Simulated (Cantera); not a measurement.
What does this Cantera script print?

```python
import numpy as np
import cantera as ct

gas_names = [...]  # 113 gases of nasa_gas.yaml made of C, H, O, Ta
cond_names = """
    C(gr) C6H6(L) C7H8(L) C8H18(L),n-octa H2O(s) H2O(L) Ta(cr) Ta(L) TaC(s) TaC(L) Ta2O5(s) Ta2O5(L)
""".split()


# ... load() reads the species with a 1 bar reference pressure and builds the phases ...
atoms = {
    'Ta(OEt)5': {'Ta': 1, 'C': 10, 'H': 25, 'O': 5},
    'H2O': {'H': 2, 'O': 1},
}
top_T = {'C(gr)': 4500}  # K; cautious upper limits of use, not melting points


# ... equilibrate(T, P, feed) seeds the gas with the atoms and calls Mixture.equilibrate('TP', solver="vcs", rtol=1e-11, max_steps=5000) ...
results = []
feed = {'Ta(OEt)5': 1, 'H2O': 0.2}  # mol
P = 30  # Pa
for T in [923, 1073, 1223, 1373, 1523, 1673, 1823, 1973, 2123, 2273, 2423, 2573, 2723]:
    mix = equilibrate(T, P, feed)
    results.append((T, P, feed, dict(zip(mix.species_names, mix.species_moles))))

top = {s: max(r[3][s] / sum(r[3][g] for g in gas_names) for r in results) for s in gas_names}
cols = sorted((s for s in top if top[s] > 0.0001), key=lambda s: -top[s])[:6]
seen = [c for c in cond_names if any(r[3].get(c, 0) > 1e-12 for r in results)]
print("log10 of partial pressures in bar; condensed amounts in mol")
print(f"{'T/K':>10s}" + "".join(f"{s[:9]:>10s}" for s in cols + seen))
for T, P, feed, n in results:
    ng = sum(n[g] for g in gas_names)
    print(f"{T:10.4g}" + "".join(f"{np.log10(max(n[s] / ng * P / 1e5, 1e-99)):10.3f}" for s in cols)
          + "".join(f"{n.get(c, 0):10.4g}" for c in seen))
```

Output:

```
log10 of partial pressures in bar; condensed amounts in mol
       T/K        H2         H        CO        C3         C        C2     C(gr)    TaC(s)  Ta2O5(s)
       923    -3.607   -11.415    -4.279   -35.912   -32.420   -36.956     7.301         0       0.5
      1073    -3.672    -9.690    -4.060   -29.286   -26.728   -30.358       3.8         1         0
      1223    -3.672    -8.358    -4.060   -24.299   -22.434   -25.385       3.8         1         0
      1373    -3.672    -7.314    -4.060   -20.413   -19.079   -21.505       3.8         1         0
      1523    -3.673    -6.472    -4.060   -17.302   -16.386   -18.395       3.8         1         0
      1673    -3.675    -5.781    -4.061   -14.758   -14.178   -15.847     3.799         1         0
      1823    -3.683    -5.205    -4.064   -12.640   -12.335   -13.722     3.795         1         0
      1973    -3.707    -4.723    -4.074   -10.850   -10.773   -11.925     3.784         1         0
      2123    -3.764    -4.327    -4.095    -9.320    -9.433   -10.384     3.763         1         0
      2273    -3.885    -4.018    -4.135    -7.996    -8.270    -9.050     3.725         1         0
      2423    -4.107    -3.805    -4.192    -6.841    -7.253    -7.883     3.648         1         0
      2573    -4.449    -3.689    -4.246    -5.825    -6.355    -6.854     3.177         1         0
      2723    -4.893    -3.654    -4.294    -4.995    -5.581    -5.988         0         1         0
```

Equilibrium computed with Cantera from the NASA thermochemical tables; the gas is ideal and each condensed phase is pure. The feed counts by its element totals alone. TaC: taken at fixed stoichiometry. Condensed phases not in the tables: Ta2C.
